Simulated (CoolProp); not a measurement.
A single-stage vapour-compression cycle with C3F8 (R218): evaporating at 246.15 K (dew point), condensing at 298.15 K (bubble point), superheat 5 K, subcooling 5 K, compressor efficiency 0.9, no pressure losses. Each further row changes one setting.

Computed with CoolProp (reference Helmholtz-energy equation of state, Lemmon 2006). It is a short technical equation, of lower accuracy than the large ones.

```
case                              cooling COP  pressure ratio  discharge temperature (K)  refrigerating effect (kJ/kg)  volumetric capacity (kJ/m³)
--------------------------------  -----------  --------------  -------------------------  ----------------------------  ---------------------------
as stated                                2.86            5.61                      298.2                          55.1                          821
evaporating temperature 251.15 K         3.40               ?                      298.2                             ?                         1050
condensing temperature 293.15 K          3.40               ?                      293.2                          60.8                          905
subcooling 10 K                             ?            5.61                      298.2                          60.8                          905
superheat 15 K                           3.04            5.61                      299.7                             ?                            ?
compressor efficiency 0.8                   ?            5.61                      298.2                          55.1                          821
```

**Question.** Fill in the missing entries.

**Answer.** 
- evaporating temperature 251.15 K, pressure ratio: 4.59
- evaporating temperature 251.15 K, refrigerating effect (kJ/kg): 58.3
- condensing temperature 293.15 K, pressure ratio: 4.89
- subcooling 10 K, cooling COP: 3.16
- superheat 15 K, refrigerating effect (kJ/kg): 62.7
- superheat 15 K, volumetric capacity (kJ/m³): 888
- compressor efficiency 0.8, cooling COP: 2.54

The compression ends wet for: as stated; evaporating temperature 251.15 K; condensing temperature 293.15 K; subcooling 10 K; compressor efficiency 0.8.
